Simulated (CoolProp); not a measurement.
The numbers come from the reference Helmholtz-energy equation of state, Lemmon 2005 in CoolProp. It is a short technical equation, of lower accuracy than the large ones.

### Question
For isobutene, give the phase and the cp (kJ/(kg K)), cv (kJ/(kg K)), expansivity (1/kK), fugacity coefficient at 33.95 °C and 2.51 MPa; 33.95 °C and 3.35 MPa; 33.95 °C and 6.69 MPa.

### Answer
- 33.95 °C and 2.51 MPa: liquid; cp 2.41, cv 1.67, expansivity 2.17, fugacity coefficient 0.155
- 33.95 °C and 3.35 MPa: liquid; cp 2.40, cv 1.67, expansivity 2.13, fugacity coefficient 0.120
- 33.95 °C and 6.69 MPa: liquid; cp 2.37, cv 1.67, expansivity 1.99, fugacity coefficient 0.0679
